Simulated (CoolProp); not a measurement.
Saturated liquid density (kg/m³) of R1336mzz(E): the reference equation beside estimates from Tc = 130.4 °C, pc = 2.779 MPa, ω = 0.413.

The numbers come from the reference Helmholtz-energy equation of state, Akasaka 2023 in CoolProp.

```
T (°C)  reference  Redlich-Kwong  Peng-Robinson
------  ---------  -------------  -------------
-28.35       1471           1226           1457
-24.75       1462           1217           1449
-21.15       1453           1208           1440
-17.55       1444           1199           1431
-13.95       1434           1190           1422
-10.35       1425           1180           1413
-6.75        1416           1170           1403
-3.15        1406           1160           1394
0.45         1396           1150           1383
4.05         1386           1140           1373
7.65         1376           1129           1363
11.35        1366           1118           1351
14.95        1355           1107           1340
18.55        1345           1096           1329
22.15        1334           1085           1317
```

Absolute difference from the reference over all 15 rows, mean and median: Redlich-Kwong 17.6 and 17.5 %, Peng-Robinson 1.0 and 0.9 %.
